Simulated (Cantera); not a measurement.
An adiabatic, constant-volume homogeneous reactor starts with CH4 : O2 : N2 = 1 : 1.82 : 6.84 (molar parts), at 1425 K and 14.0 bar.

Cantera simulation using GRI-Mech 3.0 (53 species, 325 reactions); the numbers are that mechanism's predictions, not measurements. The pressure lies above the range GRI-Mech 3.0 was tuned for (to about 10 atm). Above 3000 K some thermodynamic fits are extrapolated.

One state of this run: T (K) = 3132; P (bar) = 32.2; x CH4 = 1.26e-12; x O2 = 0.00852; x C2H4 = <1e-12; x C2H6 = <1e-12; x HCN = 5.24e-8; x H2O2 = 1.81e-6; x O = 0.00285. x: mole fraction; the columns are a selection and need not sum to one.

### Question
Which value of t (s) does it belong to?
A) 6.00e-6
B) 0.000145
C) 5.03e-5
D) 0.0102

### Answer
D, 0.0102
